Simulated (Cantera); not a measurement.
Premixed flame

A freely propagating, adiabatic, planar premixed flame of CH₄ : O₂ : N₂ = 1 : 2.13 : 8 (molar parts), unburnt at 675 K and 0.839 atm; mixture-averaged transport, grid criteria slope 0.08 and curve 0.16, no radiation.

Computed with Cantera and GRI-Mech 3.0 (53 species, 325 reactions). Burning velocities carry a grid error of a few per cent, more on coarse grids.

```
z (mm)   T (K)  u (m/s)     x CH₄    x O₂     x NO       x O      x OH    x HCO
-------  -----  -------  --------  ------  -------  --------  --------  -------
-1.08      675     1.69    0.0898   0.191    <1e-8     <1e-8     <1e-8    <1e-8
-0.722     676     1.70    0.0895   0.191    <1e-8     <1e-8     <1e-8    <1e-8
-0.541     681     1.72    0.0889   0.190  1.10e-8   1.60e-8   5.21e-8    <1e-8
-0.361     719     1.82    0.0858   0.187  1.02e-7   4.43e-7   2.13e-6    <1e-8
-0.180    1032     2.65    0.0641   0.161  1.29e-6   2.56e-5   6.76e-5  1.19e-6
-0.0902   1415     3.67    0.0360   0.123  3.51e-6  0.000203  0.000551  2.24e-5
0         1788     4.69   0.00914  0.0757  7.93e-6   0.00128   0.00315  7.95e-5
0.0902    1946     5.11  0.000798  0.0473  1.38e-5   0.00401   0.00783  2.94e-5
0.180     1988     5.20   3.72e-5  0.0368  1.79e-5   0.00574    0.0103  2.16e-6
0.361     2033     5.29   1.03e-7  0.0311  2.26e-5   0.00608    0.0114  5.80e-8
0.722     2092     5.42     <1e-8  0.0280  3.00e-5   0.00533    0.0115  3.38e-8
1.44      2167     5.58     <1e-8  0.0254  4.40e-5   0.00408    0.0109  1.99e-8
2.89      2246     5.75     <1e-8  0.0227  7.18e-5   0.00280   0.00986    <1e-8
```
x: mole fraction of selected species; z is measured from the peak of heat release.

The laminar burning velocity comes out as 169 cm/s and the thermal thickness is 0.361 mm. The peak x(O) comes out as 0.00614, the peak x(OH) comes out as 0.0115 and the peak x(HCO) is 7.99e-5. The grid points is 155.
